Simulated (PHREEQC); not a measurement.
Consider water at 25 °C with 0.0031 mol/kgw HF and 0.00079 mol/kgw CsF. Closed to the air; pH follows from the charge balance.

All values are PHREEQC results (ion-association model, wateq4f.dat), not measurements.

| quantity | before | after |
|---|---|---|
| pH | 3.06 | 3.14 |
| ionic strength (mol/kgw) | 0.00171 | 0.00155 |
| HF (mol/kgw) | 0.00214 | 0.00231 |
| F- (mol/kgw) | 0.00170 | 0.00153 |
| HF2- (mol/kgw) | 1.40e-5 | 1.52e-5 |
| H2F2 (mol/kgw) | 1.20e-5 | 6.61e-6 |

**Question.** Which change was made?
(A) HF from 0.0031 to 0.031 mol/kgw
(B) HF from 0.0031 to 0.00031 mol/kgw
(C) CsF from 0.00079 to 7.9e-05 mol/kgw
(D) temperature from 25 to 45 °C
(E) temperature from 25 to 30 °C

**Answer.** D, temperature from 25 to 45 °C

This is a speciation only: nothing precipitates in the calculation. At this temperature some constants are extrapolated from 25 °C, and those without enthalpy data are left unchanged.
